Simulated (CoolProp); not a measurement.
R1234yf along the isobar 18 MPa: density (kg/m³) from the reference equation and from simpler models built on Tc = 94.7 °C, pc = 3.384 MPa, ω = 0.276; each cubic takes its own stable root.

The numbers come from the reference Helmholtz-energy equation of state, Lemmon 2022 in CoolProp.

```csv
T (°C),phase,reference
-31.35,liquid,1314
-21.15,liquid,1290
-10.85,liquid,1266
-0.55,liquid,1242
9.75,liquid,1217
20.05,liquid,1192
30.35,liquid,1166
40.65,liquid,1140
50.95,liquid,1114
```

Q: How far does each simpler model (van der Waals, Redlich-Kwong, Soave-Redlich-Kwong, Peng-Robinson) lie from the reference over these 9 states: mean and median of the absolute difference, and the worst?

A: 
- van der Waals: mean 35.2 %, median 35.4 %, worst -37.3 % at -31.35 °C and 18 MPa
- Redlich-Kwong: mean 10.8 %, median 10.8 %, worst -11.3 % at -31.35 °C and 18 MPa
- Soave-Redlich-Kwong: mean 8.9 %, median 8.7 %, worst -9.4 % at -31.35 °C and 18 MPa
- Peng-Robinson: mean 2.3 %, median 2.3 %, worst +2.5 % at 20.05 °C and 18 MPa
